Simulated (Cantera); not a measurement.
A perfectly stirred reactor is fed with CH4 : C2H6 : O2 : N2 = 1 : 0.12 : 1.86 : 7 (molar parts), at 19.0 bar; it is adiabatic with a 500 K inlet, and is followed from long to short residence time, starting on the burning branch (τ in s: 0.029, 0.013, 0.0057, 0.0025, 0.0011, 0.00049, 0.00022, 9.7e-05, 4.3e-05, 1.9e-05).

Model: GRI-Mech 3.0 (53 species, 325 reactions), integrated in Cantera. The pressure lies above the range GRI-Mech 3.0 was tuned for (to about 10 atm).

Q: What does this change do: O2 1.86 to 2.8 parts?

A: 
```json
[
 {"quantity": "blow-out, bracketed by the residence times tried", "before": "burning at 97.0 µs, out at 43.0 µs", "after": "burning at 19.0 µs, the shortest tried"},
 {"quantity": "x(CH4) at τ = 29.0 ms", "before": "0.000117", "after": "2.50e-7"},
 {"quantity": "x(C2H6) at τ = 29.0 ms", "before": "5.54e-8", "after": "3.91e-9"},
 {"quantity": "x(O2) at τ = 29.0 ms", "before": "4.89e-5", "after": "0.0325"},
 {"quantity": "x(CH3) at τ = 29.0 ms", "before": "1.66e-5", "after": "1.68e-7"},
 {"quantity": "x(CO) at τ = 29.0 ms", "before": "0.0640", "after": "0.00802"},
 {"quantity": "x(CH4) at τ = 0.490 ms", "before": "0.00198", "after": "1.35e-5"},
 {"quantity": "x(C2H6) at τ = 0.490 ms", "before": "6.00e-6", "after": "2.21e-7"},
 {"quantity": "x(O2) at τ = 0.490 ms", "before": "0.00195", "after": "0.0361"},
 {"quantity": "x(CH3) at τ = 0.490 ms", "before": "0.000382", "after": "9.09e-6"},
 {"quantity": "x(CO) at τ = 0.490 ms", "before": "0.0604", "after": "0.00903"}
]
```
